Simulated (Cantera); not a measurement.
# Calcination and drying: Mg(OH)₂ + CO₂ + O₂

Feed: 1 mol Mg(OH)₂, 0.06 mol CO₂, 3.7 mol O₂, held at 10000 Pa.

Cantera equilibrium calculation (NASA polynomials, part measured and part estimated; ideal gas, pure solids and liquids). Candidate condensed phases: C, C₆H₆, C₇H₈, C₈H₁₈, H₂O, Mg, MgCO₃, MgO, Mg(OH)₂; 116 gas species. The numbers say what is thermodynamically allowed, not how fast it happens.

| T (K) | x O₂ | x H₂O | x OH | x CO₂ | x O | n MgO(s) |
|---|---|---|---|---|---|---|
| 650 | 0.777 | 0.210 | 1.13e-11 | 0.0126 | <1e-12 | 1.00 |
| 800 | 0.777 | 0.210 | 3.12e-9 | 0.0126 | <1e-12 | 1.00 |
| 950 | 0.777 | 0.210 | 1.47e-7 | 0.0126 | 8.86e-11 | 1.00 |
| 1100 | 0.777 | 0.210 | 2.43e-6 | 0.0126 | 6.96e-9 | 1.00 |
| 1250 | 0.777 | 0.210 | 2.05e-5 | 0.0126 | 1.93e-7 | 1.00 |
| 1400 | 0.777 | 0.210 | 0.000110 | 0.0126 | 2.64e-6 | 1.00 |
| 1550 | 0.777 | 0.210 | 0.000426 | 0.0126 | 2.18e-5 | 1.00 |
| 1700 | 0.777 | 0.209 | 0.00130 | 0.0126 | 0.000125 | 1.000 |
| 1850 | 0.775 | 0.208 | 0.00329 | 0.0126 | 0.000537 | 1.000 |
| 2000 | 0.772 | 0.206 | 0.00723 | 0.0125 | 0.00186 | 1.000 |
| 2150 | 0.766 | 0.201 | 0.0141 | 0.0123 | 0.00541 | 1.000 |
x: gas mole fraction; n: condensed amount in mol.

From 650 K to 2150 K the condensed part is MgO(s).
